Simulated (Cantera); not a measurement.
Feed: 1 mol Ti, 18 mol H2O, at 1100 K and 0.00133 bar.

These are equilibrium values from Cantera (NASA tables, ideal gas, pure condensed phases), not measurements of a reactor. Candidate condensed phases: H2O, Ti, TiO, TiO2, Ti2O3, Ti3O5, Ti4O7; 12 gas species. The numbers say what is thermodynamically allowed, not how fast it happens.

Base state: H2O 0.889, H2 0.111 (mole fractions); condensed: TiO2(rutile).

Question: What changes in the equilibrium state with this change: temperature from 1100 K to 2173 K?

Answer: 
| species | before | after |
|---|---|---|
| H2O | 0.889 | 0.743 |
| H2 | 0.111 | 0.142 |
| H | 2.36e-7 | 0.0498 |
| OH | 8.42e-9 | 0.0349 |
| O2 | <1e-9 | 0.0190 |
| TiO2 | <1e-9 | 0.00272 |
| O | <1e-9 | 0.00857 |
| TiO | <1e-9 | 1.18e-5 |
| TiO2(rutile), mol | 1.00 | 0 |
| TiO2(l), mol | 0 | 0.947 |
